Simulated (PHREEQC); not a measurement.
Dissolve 0.0087 mol/kgw ZnCl2, 0.028 mol/kgw KCl and 0.015 mol/kgw FeSO4 at 60 °C. Closed to the air; pH follows from the charge balance.

The numbers come from PHREEQC with the ion-association model, phreeqc.dat.

```csv
quantity,before,after
pH,5.30,5.10
SO4-2 (mol/kgw),0.00807,0.00752
Zn+2 (mol/kgw),0.00571,0.00504
FeSO4 (mol/kgw),0.00393,0.00453
ZnSO4 (mol/kgw),0.00185,0.00163
SI of Melanterite (FeSO4:7H2O),-3.03,-3.27
SI of Sylvite (KCl),-4.21,-4.33
```

Task: What was changed between the two runs?
A. temperature from 60 to 85 °C
B. temperature from 60 to 35 °C
C. 0.037 mol/kgw H2S added

Result: A, temperature from 60 to 85 °C

This is a speciation only: nothing precipitates in the calculation. At this temperature some constants are extrapolated from 25 °C, and those without enthalpy data are left unchanged.
